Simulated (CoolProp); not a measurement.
Toluene along the isobar 6.93 bar: Z from the reference equation and from simpler models built on Tc = 591.7 K, pc = 41.26 bar, ω = 0.266; each cubic takes its own stable root.

Values from CoolProp's reference Helmholtz-energy equation of state, Lemmon 2006. It is a short technical equation, of lower accuracy than the large ones.

```json
[
 {"T (K)": "528.2", "phase": "gas", "reference": "0.9032", "Redlich-Kwong": "0.9158", "Peng-Robinson": "0.9043"},
 {"T (K)": "541.3", "phase": "gas", "reference": "0.9116", "Redlich-Kwong": "0.9219", "Peng-Robinson": "0.9117"},
 {"T (K)": "554.4", "phase": "gas", "reference": "0.9190", "Redlich-Kwong": "0.9274", "Peng-Robinson": "0.9183"},
 {"T (K)": "567.5", "phase": "gas", "reference": "0.9255", "Redlich-Kwong": "0.9324", "Peng-Robinson": "0.9244"},
 {"T (K)": "580.6", "phase": "gas", "reference": "0.9313", "Redlich-Kwong": "0.9370", "Peng-Robinson": "0.9299"},
 {"T (K)": "593.8", "phase": "gas", "reference": "0.9366", "Redlich-Kwong": "0.9412", "Peng-Robinson": "0.9350"},
 {"T (K)": "606.9", "phase": "gas", "reference": "0.9413", "Redlich-Kwong": "0.9450", "Peng-Robinson": "0.9395"},
 {"T (K)": "620", "phase": "gas", "reference": "0.9455", "Redlich-Kwong": "0.9485", "Peng-Robinson": "0.9438"}
]
```
